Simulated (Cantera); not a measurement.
Standard-state values (1 bar) from the NASA 1993 polynomials, evaluated with Cantera. Values are per mole of reaction as written; species without (g) are pure solids or liquids, kept so even where they would boil at 1 bar.

Between 1123 and 1873 K, where is each reaction favourable under standard conditions?
- 2 PbO(g) + H₂(g) → 2 Pb + H₂O₂(g)
- N(g) + 2 PbO → 2 Pb + NO₂(g)


- 2 PbO(g) + H₂(g) → 2 Pb + H₂O₂(g): ΔG° is -14 kJ at 1123 K and 145 kJ at 1873 K; it changes sign between 1123 and 1198 K. ΔH° is -243 kJ and ΔS° -207 J/K at 1873 K.
- N(g) + 2 PbO → 2 Pb + NO₂(g): ΔG° is -86 kJ at 1123 K and -97 kJ at 1873 K; it stays negative (K > 1). ΔH° is -89 kJ and ΔS° 4 J/K at 1873 K.
